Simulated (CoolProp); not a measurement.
Vapour pressure (bar) of n-octane: the reference equation beside estimates from Tc = 295.6 °C, pc = 24.84 bar, ω = 0.398.

Model: reference Helmholtz-energy equation of state, Beckmüller 2019, in CoolProp.

| T (°C) | reference | Redlich-Kwong | Soave-Redlich-Kwong |
|---|---|---|---|
| 5.75 | 0.005776 | 0.04267 | 0.005629 |
| 12.25 | 0.008782 | 0.05896 | 0.008555 |
| 18.75 | 0.01305 | 0.08000 | 0.01272 |
| 25.25 | 0.01900 | 0.1067 | 0.01852 |
| 31.75 | 0.02712 | 0.1402 | 0.02646 |
| 38.25 | 0.03803 | 0.1815 | 0.03713 |
| 44.75 | 0.05243 | 0.2320 | 0.05126 |
| 51.25 | 0.07116 | 0.2928 | 0.06967 |
| 57.75 | 0.09518 | 0.3653 | 0.09333 |
| 64.15 | 0.1251 | 0.4496 | 0.1228 |
| 70.65 | 0.1629 | 0.5498 | 0.1603 |
| 77.15 | 0.2098 | 0.6661 | 0.2068 |
| 83.65 | 0.2670 | 0.8001 | 0.2637 |
| 90.15 | 0.3364 | 0.9534 | 0.3328 |
| 96.65 | 0.4197 | 1.128 | 0.4160 |

Absolute difference from the reference over all 15 rows, mean and median: Redlich-Kwong 345.5 and 311.5 %, Soave-Redlich-Kwong 2.0 and 2.1 %.
